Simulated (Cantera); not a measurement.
Feed: 1 mol TiO2, 1.5 mol CH4, 0.025 mol CO, held at 0.570 bar.

Equilibrium computed with Cantera from the NASA thermochemical tables; the gas is ideal and each condensed phase is pure. Candidate condensed phases: C, C6H6, C7H8, C8H18, H2O, Ti, TiC, TiO, TiO2, Ti2O3, Ti3O5, Ti4O7; 113 gas species. Mutual solubility and eutectic melting of coexisting phases are not modelled. Condensed phases not in the tables: Magnéli phases beyond Ti4O7. Kinetics and transport are ignored. All values below are at 1150 K.

Base state: H2 0.965, CO 0.0222, CH4 0.0124, H2O 0.000573, CO2 1.11e-5 (mole fractions); condensed: C(graphite) + TiO2(rutile) + Ti4O7(s).

### Question
What changes in the equilibrium state with this change: TiO2 replaced by Fe3O4?

### Answer
```json
[
 {"species": "H2", "before": "0.965", "after": "0.530"},
 {"species": "CO", "before": "0.0222", "after": "0.278"},
 {"species": "H2O", "before": "0.000573", "after": "0.133"},
 {"species": "CO2", "before": "1.11e-5", "after": "0.0589"},
 {"species": "CH4", "before": "0.0124", "after": "0.000111"},
 {"species": "C(graphite), mol", "before": "1.42", "after": "0"},
 {"species": "TiO2(rutile), mol", "before": "0.824", "after": "0"},
 {"species": "Ti4O7(s), mol", "before": "0.0441", "after": "0"},
 {"species": "Fe(α), mol", "before": "0", "after": "1.37"},
 {"species": "FeO(s), mol", "before": "0", "after": "1.63"}
]
```
The tables' stoichiometric FeO is somewhat more stable than real wüstite, so its field is too wide. FeO: taken at fixed stoichiometry. Further candidate phases: Fe, Fe(CO)5, FeO, Fe(OH)2, Fe(OH)3, Fe2O3, Fe3O4.
